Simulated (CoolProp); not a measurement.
Vapour-liquid equilibrium of R152A (1) + R113 (2) at 269.1 K; x and y are mole fractions of (1).

The numbers come from the multi-fluid Helmholtz-energy mixture model, Outcalt 1996 and Marx 1992; pair parameters Bell 2016 in CoolProp.

| x | bubble pressure (kPa) | y at the bubble point | dew pressure at overall composition x (kPa) | liquid density (mol/L) |
|---|---|---|---|---|
| 0.05 | 37.93 | 0.686 | 12.96 | 8.888 |
| 0.125 | 71.12 | 0.841 | 14.05 | 9.175 |
| 0.2 | 98.18 | 0.891 | 15.35 | 9.479 |
| 0.275 | 119.7 | 0.915 | 16.90 | 9.801 |
| 0.35 | 136.7 | 0.929 | 18.81 | 10.14 |
| 0.425 | 150.0 | 0.939 | 21.20 | 10.51 |
| 0.5 | 160.8 | 0.946 | 24.29 | 10.91 |
| 0.575 | 170.1 | 0.952 | 28.42 | 11.33 |
| 0.65 | 178.5 | 0.958 | 34.24 | 11.80 |
| 0.725 | 187.0 | 0.964 | 43.04 | 12.30 |
| 0.8 | 196.1 | 0.971 | 57.85 | 12.86 |
| 0.875 | 206.4 | 0.979 | 87.72 | 13.47 |
| 0.95 | 218.5 | 0.990 | 166.5 | 14.16 |

No azeotrope shows between x = 0.05 and 0.95.

Pair parameters are fitted to limited data, so mixtures are less certain than the pure fluids. With so large a gap from Raoult's law the liquid may split in two, which this calculation doesn't test in full.
